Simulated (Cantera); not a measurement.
Input: 1 mol CH₂F₂, 0.2 mol HCl, 0.43 mol H₂, 0.011 mol CH₄, equilibrated at 1623 K and 2.40 mbar.

These are equilibrium values from Cantera (NASA tables, ideal gas, pure condensed phases), not measurements of a reactor. Candidate condensed phases: C, C₆H₆, C₇H₈, C₈H₁₈; 118 gas species. Rates play no part.

Base state: HF 0.754, H₂ 0.170, HCl 0.0752, H 0.000582, Cl 0.000203 (mole fractions); condensed: C(graphite).

Task: What changes in the equilibrium state with this change: temperature from 1623 K to 3048.15 K?

Result: 
```
species             before     after
----------------  --------  --------
HF                   0.754     0.380
H                 0.000582     0.356
F                  1.61e-7     0.100
H₂                   0.170   0.00911
C₃                   <1e-9    0.0629
C                    <1e-9    0.0220
Cl                0.000203    0.0471
HCl                 0.0752   0.00177
C₂                   <1e-9   0.00972
CF                   <1e-9   0.00848
C₂H                  <1e-9   0.00206
C₅                   <1e-9  0.000585
C₄                   <1e-9  0.000161
C(graphite), mol      1.01         0
```
